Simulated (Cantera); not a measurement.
A closed system holds: 1 mol Fe₃O₄, 1 mol CH₄, 0.013 mol CO, held at 2075 °C.

Cantera equilibrium calculation (NASA polynomials, part measured and part estimated; ideal gas, pure solids and liquids). Candidate condensed phases: C, C₆H₆, C₇H₈, C₈H₁₈, Fe, Fe(CO)₅, FeO, Fe(OH)₂, Fe(OH)₃, Fe₂O₃, Fe₃O₄, H₂O; 114 gas species. Each liquid is taken as pure. Mutual solubility and eutectic melting of coexisting phases are not modelled. The tables' stoichiometric FeO is somewhat more stable than real wüstite, so its field is too wide. FeO: taken at fixed stoichiometry. Equilibrium is a limit: real reactors are often held back by kinetics, nucleation or transport.

Which condensed phases are stable at each of these points (P (Pa)): 10, 36, 130, 460, 1700, 6000, 22000, 77000, 280000, 1000000?


```tsv
P (Pa)	condensed phases	Fe condensed (%)
10	gas only	0.0
36	gas only	0.0
130	gas only	0.0
460	FeO(l)	24.5
1700	FeO(l)	59.4
6000	Fe(l) + FeO(l)	79.4
22000	Fe(l) + FeO(l)	95.1
77000	Fe(l) + FeO(l)	98.6
280000	Fe(l) + FeO(l)	99.6
1000000	Fe(l) + FeO(l)	99.9
```

From 0.0750 Torr to 0.975 Torr nothing is condensed. From 3.45 Torr to 12.8 Torr the condensed part is FeO(l). From 45.0 Torr to 7500 Torr the condensed part is Fe(l) + FeO(l).
